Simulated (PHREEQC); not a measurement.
Make-up at 25 °C: 4.5 mol NaCl, 0.075 mol SrCl2 and 0.055 mol MgCl2 per kg of water. Closed to the air; pH follows from the charge balance.

The numbers come from PHREEQC with the Pitzer model, pitzer.dat.

```yaml
ionic_strength: 4.89 mol/kgw
activity_of_water: 0.818
density: 1.163 g/cm³
osmotic_coefficient: 1.189
```

```
species  molality  activity   log γ
-------  --------  --------  ------
Cl-          4.76      2.81  -0.229
Na+          4.50      5.66   0.100
Sr+2       0.0750    0.0832   0.045
Mg+2       0.0550     0.122   0.344
H+        2.27e-7   9.57e-7   0.624
MgOH+     2.01e-7   1.61e-7  -0.096
```

No solid was allowed to form. Complexes and solids missing from the database can't appear.
